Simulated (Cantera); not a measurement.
Cantera with NASA thermochemical tables; ideal gases at 1 bar, condensed phases pure. Values are per mole of reaction as written; species without (g) are pure solids or liquids, kept so even where they would boil at 1 bar.

2 NO(g) + SrCl₂ = Cl₂(g) + N₂O(g) + SrO, with ΔH° = 135.8 kJ and ΔS° = -37.8 J/K at 300 K.

Q: How far is the shortcut ΔG° ≈ ΔH°(300 K) − T·ΔS°(300 K) from the full temperature-dependent value at 1948, 2048, 2148, 2248, 2348, 2448, 2548, 2648 K?

A: 
```tsv
T (K)	shortcut (kJ)	full (kJ)	difference (kJ)	difference in log10 K	condensed phases
1948	209.5	256.7	-47.3	1.27	SrCl₂(l), SrO(s)
2048	213.3	265.7	-52.4	1.34	SrCl₂(l), SrO(s)
2148	217.0	274.7	-57.7	1.40	SrCl₂(l), SrO(s)
2248	220.8	283.8	-63.0	1.46	SrCl₂(l), SrO(s)
2348	224.6	292.9	-68.3	1.52	SrCl₂(l), SrO(s)
2448	228.4	302.1	-73.8	1.57	SrCl₂(l), SrO(s)
2548	232.2	311.4	-79.2	1.62	SrCl₂(l), SrO(s)
2648	235.9	320.6	-84.7	1.67	SrCl₂(l), SrO(s)
```
The shortcut ignores heat capacities and the phase changes listed.
